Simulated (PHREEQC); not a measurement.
Make-up at 25 °C: 0.0007 mol/kgw PbCl2, 0.033 mol/kgw KNO3 and 0.0033 mol/kgw Zn(NO3)2. Closed to the air; pH follows from the charge balance.

All values are PHREEQC results (ion-association model, wateq4f.dat), not measurements.

No solid was allowed to form.

### Question
What pH does the model give?

### Answer
pH 5.57.

### Question
In which forms is Pb present?

### Answer
Pb+2 77 %, PbNO3+ 21 %, PbCl+ 2.0 % of the Pb.
